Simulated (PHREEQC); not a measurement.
Synthetic water in mmol/kgw, 25 °C, pH 6.55, pe -1.7: Na 100; K 1.83; Ca 3.19; Mg 0.194; Cl 104; S(6) 0.848; Alkalinity (meq/kgw) 0.0172; Br 0.0789; N(-3) 3.21; Li 0.121; Si 0.785.

Valence states are taken as typed.

Computed with PHREEQC (ion-association model, phreeqc.dat).

Problem. The ionic strength comes out as 0.113 mol/kgw. What activity coefficients do Cl-, NaSO4-, SO4-2, KSO4-, HCO3- get?

Solution. Cl- 0.76, NaSO4- 0.78, SO4-2 0.36, KSO4- 0.78, HCO3- 0.78.

No solid was allowed to form. Saturation is exceeded, for instance for Quartz (slow to form), Chalcedony (slow to form); the values hold only as long as no solid forms.
